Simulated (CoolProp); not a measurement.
The fluid at 298.15 K and 0.153 MPa is throttled through a valve to 0.105 MPa with no heat exchange. The same conditions are run with several fluids, on thermodynamics alone (safety and materials aside).

Model: reference Helmholtz-energy equation of state of each fluid (sulfur dioxide: Gao 2016; nitrogen: Span 2000; R115: Lemmon 2016; R22: Kamei 1995; CH3F (R41): Lemmon 2006), in CoolProp.

| fluid | temperature change (K) | final density (kg/m³) |
|---|---|---|
| sulfur dioxide | -1.9 | 2.78 |
| nitrogen | -0.1 | … |
| R115 | … | … |
| R22 | … | … |
| CH3F (R41) | -0.9 | 1.46 |

Q: Complete the blanks.

A: 
- nitrogen, final density (kg/m³): 1.19
- R115, temperature change (K): -0.7
- R115, final density (kg/m³): 6.69
- R22, temperature change (K): -1.1
- R22, final density (kg/m³): 3.73
